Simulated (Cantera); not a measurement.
What does this Cantera script print?

```python
import numpy as np
import cantera as ct

gas = ct.Solution("gri30.yaml")
gas.TP = 300, 101325
flame = ct.CounterflowDiffusionFlame(gas, width=0.02)
flame.fuel_inlet.X, flame.fuel_inlet.T = {'C3H8': 1}, 448
flame.oxidizer_inlet.X, flame.oxidizer_inlet.T = {'O2': 0.27, 'N2': 0.73}, 400
flame.set_refine_criteria(ratio=3, slope=0.12, curve=0.24, prune=0.03)
show = ['OH', 'H', 'NO', 'CO', 'C2H2']

rows = []
print(f"{'mdot':>8s}{'a_max':>10s}{'a_mean':>10s}{'Tmax/K':>9s}" + "".join(f"{s:>11s}" for s in show) + "   (peak mole fractions)")
for i, mdot in enumerate([0.25, 0.38, 0.58, 0.87, 1.3, 2, 3, 4.5]):  # kg/m2/s on the oxidiser side
    flame.oxidizer_inlet.mdot, flame.fuel_inlet.mdot = mdot, 1.2 * mdot
    flame.solve(loglevel=0, auto=(i == 0))
    if flame.T.max() < max(448, 400) + 100:
        print(f"{mdot:8.3g}  no burning solution found from the previous one")
        break
    dT = np.abs(np.gradient(flame.T, flame.grid))
    rows.append([flame.strain_rate("max"), flame.strain_rate("mean"), flame.T.max(),
                 *(flame.X[gas.species_index(s)].max() for s in show), max(dT[0], dT[-1]) / dT.max()])
    print(f"{mdot:8.3g}{rows[-1][0]:10.1f}{rows[-1][1]:10.1f}{rows[-1][2]:9.1f}" + "".join(f"{x:11.3e}" for x in rows[-1][3:-1]))
```

It prints:

```
    mdot     a_max    a_mean   Tmax/K         OH          H         NO         CO       C2H2   (peak mole fractions)
    0.25     204.3      26.6   2306.8  1.261e-02  5.686e-03  5.336e-04  1.033e-01  5.525e-02
    0.38     296.8      40.4   2277.3  1.263e-02  6.107e-03  4.730e-04  1.014e-01  5.339e-02
    0.58     434.6      61.7   2250.3  1.257e-02  6.549e-03  4.225e-04  9.955e-02  5.134e-02
    0.87     628.7      92.6   2224.6  1.245e-02  6.979e-03  3.771e-04  9.790e-02  4.910e-02
     1.3     907.5     138.4   2202.2  1.236e-02  7.444e-03  3.353e-04  9.676e-02  4.699e-02
       2    1342.6     212.9   2171.6  1.200e-02  7.852e-03  2.834e-04  9.545e-02  4.416e-02
       3    1941.1     319.3   2139.5  1.153e-02  8.151e-03  2.320e-04  9.465e-02  4.109e-02
     4.5    2807.1     479.0   2102.0  1.086e-02  8.308e-03  1.785e-04  9.452e-02  3.739e-02
```

Detailed kinetics in Cantera: GRI-Mech 3.0 (53 species, 325 reactions). GRI-Mech 3.0 was tuned for natural gas; its chemistry of propane as a main component is partial and can be far from experiment. GRI-Mech 3.0 has no aromatics or soot, which form on the fuel side of real flames. The maximum strain rate includes the flame's own expansion and is several times the mean.
